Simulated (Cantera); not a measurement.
**Adiabatic ignition**

An adiabatic, constant-volume homogeneous reactor starts with CH₄ : CO : O₂ : N₂ = 1 : 0.45 : 5.3 : 19.9 (molar parts), equivalence ratio 0.42, at 1800 K and 500000 Pa.

Computed with Cantera and GRI-Mech 3.0 (53 species, 325 reactions).

```json
[
 {"t (s)": "9.00e-6", "T (K)": "1800", "P (bar)": "5.00", "x CH₄": "0.0369", "x CO": "0.0169", "x O₂": "0.199", "x H₂O": "0.000342", "x OH": "1.08e-5", "x CH₂O": "0.000162", "x N₂O": "3.72e-9"},
 {"t (s)": "2.20e-5", "T (K)": "1900", "P (bar)": "5.31", "x CH₄": "0.0241", "x CO": "0.0217", "x O₂": "0.186", "x H₂O": "0.0130", "x OH": "0.000385", "x CH₂O": "0.00232", "x N₂O": "7.40e-8"},
 {"t (s)": "5.38e-5", "T (K)": "2751", "P (bar)": "7.66", "x CH₄": "<1e-12", "x CO": "0.00660", "x O₂": "0.113", "x H₂O": "0.0668", "x OH": "0.0126", "x CH₂O": "2.67e-11", "x N₂O": "3.13e-6"},
 {"t (s)": "0.000131", "T (K)": "2749", "P (bar)": "7.65", "x CH₄": "<1e-12", "x CO": "0.00637", "x O₂": "0.112", "x H₂O": "0.0670", "x OH": "0.0124", "x CH₂O": "2.54e-11", "x N₂O": "3.12e-6"},
 {"t (s)": "0.000321", "T (K)": "2740", "P (bar)": "7.62", "x CH₄": "<1e-12", "x CO": "0.00622", "x O₂": "0.109", "x H₂O": "0.0672", "x OH": "0.0120", "x CH₂O": "2.42e-11", "x N₂O": "3.12e-6"},
 {"t (s)": "0.000785", "T (K)": "2726", "P (bar)": "7.58", "x CH₄": "<1e-12", "x CO": "0.00600", "x O₂": "0.106", "x H₂O": "0.0675", "x OH": "0.0116", "x CH₂O": "2.25e-11", "x N₂O": "3.17e-6"},
 {"t (s)": "0.00192", "T (K)": "2716", "P (bar)": "7.55", "x CH₄": "<1e-12", "x CO": "0.00584", "x O₂": "0.103", "x H₂O": "0.0678", "x OH": "0.0112", "x CH₂O": "2.13e-11", "x N₂O": "3.25e-6"},
 {"t (s)": "0.00469", "T (K)": "2714", "P (bar)": "7.55", "x CH₄": "<1e-12", "x CO": "0.00580", "x O₂": "0.103", "x H₂O": "0.0678", "x OH": "0.0112", "x CH₂O": "2.11e-11", "x N₂O": "3.27e-6"},
 {"t (s)": "0.0115", "T (K)": "2714", "P (bar)": "7.54", "x CH₄": "<1e-12", "x CO": "0.00580", "x O₂": "0.103", "x H₂O": "0.0678", "x OH": "0.0112", "x CH₂O": "2.11e-11", "x N₂O": "3.27e-6"},
 {"t (s)": "0.0280", "T (K)": "2714", "P (bar)": "7.54", "x CH₄": "<1e-12", "x CO": "0.00580", "x O₂": "0.103", "x H₂O": "0.0678", "x OH": "0.0112", "x CH₂O": "2.11e-11", "x N₂O": "3.27e-6"},
 {"t (s)": "0.0685", "T (K)": "2714", "P (bar)": "7.54", "x CH₄": "<1e-12", "x CO": "0.00580", "x O₂": "0.103", "x H₂O": "0.0678", "x OH": "0.0112", "x CH₂O": "2.11e-11", "x N₂O": "3.27e-6"},
 {"t (s)": "0.167", "T (K)": "2714", "P (bar)": "7.54", "x CH₄": "<1e-12", "x CO": "0.00580", "x O₂": "0.103", "x H₂O": "0.0678", "x OH": "0.0112", "x CH₂O": "2.11e-11", "x N₂O": "3.27e-6"},
 {"t (s)": "0.409", "T (K)": "2714", "P (bar)": "7.54", "x CH₄": "<1e-12", "x CO": "0.00580", "x O₂": "0.103", "x H₂O": "0.0678", "x OH": "0.0112", "x CH₂O": "2.11e-11", "x N₂O": "3.27e-6"},
 {"t (s)": "1.00", "T (K)": "2714", "P (bar)": "7.54", "x CH₄": "<1e-12", "x CO": "0.00580", "x O₂": "0.103", "x H₂O": "0.0678", "x OH": "0.0112", "x CH₂O": "2.11e-11", "x N₂O": "3.27e-6"}
]
```
x: mole fraction; the columns are a selection and need not sum to one.

The time of steepest temperature rise is 24.7 µs, the temperature at 1.00 s is 2714 K and the equilibrium temperature is 2714 K. The x(CH₄) at 1.00 s is <1e-12 (gas-phase equilibrium <1e-12), the x(CO) at 1.00 s comes out as 0.00580 (gas-phase equilibrium 0.00580) and the x(O₂) at 1.00 s is 0.103 (gas-phase equilibrium 0.103).
